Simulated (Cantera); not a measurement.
An isothermal, constant-pressure homogeneous reactor starts with 45.5 % NH3, 54.5 % H2, at 1475 K and 0.920 bar.

Detailed kinetics in Cantera: the gas-phase N/H chemistry of the illustrative SiF4/NH3 mechanism in the Surface Chemkin manual (1991). Walls and surfaces, which speed up NH3 decomposition in real reactors, are not modelled.

### Question
Predict: x(NH3) at 30.0 s; x(H2) at 30.0 s; x(NH) at 30.0 s; x(N2H4) at 30.0 s; x(NH2) at 30.0 s; x(H) at 30.0 s.

### Answer
```json
{
  "x(NH3) at 30.0 s": "0.383 (gas-phase equilibrium 1.86e-5)",
  "x(H2) at 30.0 s": "0.592 (gas-phase equilibrium 0.844)",
  "x(NH) at 30.0 s": "1.92e-8 (gas-phase equilibrium <1e-12)",
  "x(N2H4) at 30.0 s": "2.31e-8 (gas-phase equilibrium <1e-12)",
  "x(NH2) at 30.0 s": "1.24e-5 (gas-phase equilibrium 5.95e-10)",
  "x(H) at 30.0 s": "8.89e-6 (gas-phase equilibrium 1.25e-5)"
}
```
